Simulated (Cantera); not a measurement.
A closed system holds: 1 mol Al(CH₃)₃, 49 mol H₂O, 13 mol H₂, equilibrated at 648.15 K and 32.0 mbar.

Method: chemical equilibrium by Gibbs-energy minimisation in Cantera with the NASA 1993 tables (ideal gas, pure condensed phases). Candidate condensed phases: Al, Al₂O₃, C, C₆H₆, C₇H₈, C₈H₁₈, H₂O; 121 gas species. The feed counts by its element totals alone. Equilibrium is a limit: real reactors are often held back by kinetics, nucleation or transport.

Base state: H₂O 0.618, H₂ 0.339, CO₂ 0.0364, CH₄ 0.00603, CO 0.00126 (mole fractions); condensed: Al₂O₃(s).

What changes in the equilibrium state with this change: pressure from 32.0 mbar to 0.530 bar?


```csv
species,before,after
H₂O,0.618,0.726
H₂,0.339,0.227
CH₄,0.00603,0.0404
CO₂,0.0364,0.00611
CO,0.00126,0.000120
"Al₂O₃(s), mol",0.500,0.500
```

What changes in the equilibrium state with this change: temperature from 648.15 K to 600 K?


```json
[
 {"species": "H₂O", "before": "0.618", "after": "0.670"},
 {"species": "H₂", "before": "0.339", "after": "0.285"},
 {"species": "CH₄", "before": "0.00603", "after": "0.0227"},
 {"species": "CO₂", "before": "0.0364", "after": "0.0221"},
 {"species": "CO", "before": "0.00126", "after": "0.000333"},
 {"species": "Al₂O₃(s), mol", "before": "0.500", "after": "0.500"}
]
```
